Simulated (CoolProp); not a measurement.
Properties of n-pentane along the isotherm 258.45 °C (Tc = 196.5 °C, pc = 33.68 bar, ω = 0.251).

Computed with CoolProp (reference Helmholtz-energy equation of state, Thol 2019).

```
p (bar)  phase  cp (kJ/(kg K))  speed of sound (m/s)  viscosity (µPa s)
-------  -----  --------------  --------------------  -----------------
1.68       gas           2.662                 250.5               12.0
3.37       gas           2.672                 247.9               11.9
5.05       gas           2.683                 245.3               11.8
6.74       gas           2.695                 242.7               11.7
8.42       gas           2.707                 240.0               11.6
10.1       gas           2.720                 237.3               11.5
11.8       gas           2.734                 234.5               11.4
13.5       gas           2.749                 231.7               11.4
15.2       gas           2.766                 228.9               11.3
16.8       gas           2.782                 226.2               11.2
```

Viscosity comes from a separate model (Quiñones-Cisneros 2006), older than the equation that it now runs on, and unchecked against measurements.
